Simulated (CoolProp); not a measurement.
The numbers come from the reference Helmholtz-energy equation of state, Tillner-Roth 1994 in CoolProp.

**Question.** For R134a, give the phase and the cp (kJ/(kg K)), cv (kJ/(kg K)), speed of sound (m/s), isothermal compressibility (1/MPa) at 140.35 °C and 2.69 MPa.

**Answer.** 
- 140.35 °C and 2.69 MPa: gas; cp 1.21, cv 0.999, speed of sound 164, isothermal compressibility 0.462
